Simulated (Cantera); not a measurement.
An adiabatic, constant-volume homogeneous reactor starts with CH4 : O2 : N2 : CO2 = 1 : 5.71 : 21.5 : 0.9 (molar parts), equivalence ratio 0.35, at 1625 K and 0.390 bar.

Model: GRI-Mech 3.0 (53 species, 325 reactions), integrated in Cantera.

### Question
Predict: time of steepest temperature rise; temperature at 6.00 s; equilibrium temperature; x(O2) at 6.00 s; x(CO2) at 6.00 s; x(NO2) at 6.00 s.

### Answer
| Property | Result |
|---|---|
| time of steepest temperature rise | 0.765 ms |
| temperature at 6.00 s | 2376 K |
| equilibrium temperature | 2376 K |
| x(O2) at 6.00 s | 0.119 (gas-phase equilibrium 0.119) |
| x(CO2) at 6.00 s | 0.0606 (gas-phase equilibrium 0.0606) |
| x(NO2) at 6.00 s | 7.70e-6 (gas-phase equilibrium 7.70e-6) |
